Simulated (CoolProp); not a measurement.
Vapour pressure (kPa) of normal hydrogen: the reference equation beside estimates from Tc = -240.0 °C, pc = 1296 kPa, ω = -0.219. Clausius-Clapeyron is anchored at -246.85 °C with a constant enthalpy of vaporisation of 0.7860 kJ/mol.

Model: reference Helmholtz-energy equation of state, Leachman 2009, in CoolProp.

| T (°C) | reference | Clausius-Clapeyron | Peng-Robinson |
|---|---|---|---|
| -248.95 | 269.9 | 306.0 | 279.1 |
| -248.25 | 314.3 | 341.5 | 325.3 |
| -247.55 | 363.5 | 378.8 | 376.3 |
| -246.85 | 418.0 | 418.0 | 432.4 |
| -246.15 | 477.9 | 458.8 | 493.9 |
| -245.55 | 533.8 | 495.1 | 551.0 |
| -244.85 | 604.7 | 538.8 | 623.0 |
| -244.15 | 682.1 | 584.1 | 700.9 |
| -243.45 | 766.1 | 630.7 | 785.1 |
| -242.75 | 857.4 | 678.7 | 875.6 |
| -242.05 | 956.3 | 727.9 | 972.8 |
| -241.35 | 1063 | 778.3 | 1077 |
| -240.65 | 1180 | 829.7 | 1188 |

Absolute difference from the reference over all 13 rows, mean and median: Clausius-Clapeyron 14.0 and 13.4 %, Peng-Robinson 2.7 and 3.0 %.
